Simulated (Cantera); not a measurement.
Charge: 1 mol MgF₂, 1.8 mol H₂O, 0.7 mol N₂, held at 32000 Pa.

These are equilibrium values from Cantera (NASA tables, ideal gas, pure condensed phases), not measurements of a reactor. Candidate condensed phases: H₂O, Mg, MgF₂, MgO, Mg(OH)₂; 50 gas species. Mutual solubility and eutectic melting of coexisting phases are not modelled. Kinetics and transport are ignored.

Question: Which condensed phases are stable at each of these points (T (K)): 1073, 1223, 1373, 1523, 1673, 1823, 1973, 2123, 2273?

Answer: 
| T (K) | condensed phases | Mg condensed (%) |
|---|---|---|
| 1073 | MgF₂(s) + MgO(s) | 100.0 |
| 1223 | MgF₂(s) + MgO(s) | 100.0 |
| 1373 | MgF₂(s) + MgO(s) | 100.0 |
| 1523 | MgF₂(s) + MgO(s) | 99.9 |
| 1673 | MgF₂(l) + MgO(s) | 99.2 |
| 1823 | MgO(s) | 96.7 |
| 1973 | MgO(s) | 93.4 |
| 2123 | MgO(s) | 88.8 |
| 2273 | MgO(s) | 83.0 |

From 1073 K to 1523 K the condensed part is MgF₂(s) + MgO(s). At 1673 K the condensed part is MgF₂(l) + MgO(s). From 1823 K to 2273 K the condensed part is MgO(s).
